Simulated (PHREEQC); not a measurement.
Buffer (model solution)

Dissolve 0.046 mol/kgw KHCO3 and 0.00039 mol/kgw Na2CO3 at 14 °C. Closed to the air; pH follows from the charge balance.

Model: ion-association model, phreeqc.dat, run in PHREEQC.

Each row changes one thing in this solution. This is a speciation only: nothing precipitates in the calculation.

| case | pH | ionic strength (mol/kgw) | CO3-2 (mol/kgw) | NaHCO3 (mol/kgw) | NaCO3- (mol/kgw) |
|---|---|---|---|---|---|
| as made | 8.43 | 0.0475 | 0.000759 | 1.42e-5 | 2.94e-6 |
| KHCO3 replaced by K3PO4 at the same molality | … | 0.256 | 0.000387 | 6.10e-10 | 9.13e-7 |
| Na2CO3 from 0.00039 to 3.9e-05 mol/kgw | … | 0.0466 | 0.000548 | 1.42e-6 | 2.14e-7 |
| diluted 5-fold with water | 8.51 | 0.00950 | 0.000144 | 6.94e-7 | 1.59e-7 |
| temperature from 14 to 70 °C | 8.14 | 0.0476 | 0.000855 | … | 3.77e-5 |
| Na2CO3 from 0.00039 to 0.000195 mol/kgw | 8.35 | 0.0470 | 0.000635 | 7.09e-6 | 1.24e-6 |
| temperature from 14 to 45 °C | 8.21 | 0.0476 | 0.000817 | 1.16e-5 | 1.38e-5 |
| KHCO3 left out | 10.56 | 0.00101 | 0.000231 | 6.85e-8 | … |

Fill in the missing entries.


- KHCO3 replaced by K3PO4 at the same molality, pH: 12.22
- Na2CO3 from 0.00039 to 3.9e-05 mol/kgw, pH: 8.29
- temperature from 14 to 70 °C, NaHCO3 (mol/kgw): 9.77e-6
- KHCO3 left out, NaCO3- (mol/kgw): 1.64e-6

Away from 25 °C the constants follow the database's enthalpies or fits; those with neither stay at their 25 °C values.
